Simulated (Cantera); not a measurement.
Input: 1 mol HCl, 0.025 mol O2, at 673.15 K and 11.0 bar.

Method: chemical equilibrium by Gibbs-energy minimisation in Cantera with the NASA 1993 tables (ideal gas, pure condensed phases). Candidate condensed phases: H2O; 14 gas species. Rates play no part.

Base state: HCl 0.900, Cl2 0.0500, H2O 0.0500 (mole fractions); condensed: gas only.

Question: What changes in the equilibrium state with this change: temperature from 673.15 K to 2375 K?

Answer: 
```
species   before     after
-------  -------  --------
HCl        0.900     0.868
Cl       1.92e-8    0.0736
H2O       0.0500    0.0447
Cl2       0.0500   0.00972
H2         <1e-9   0.00129
OH         <1e-9  0.000944
```
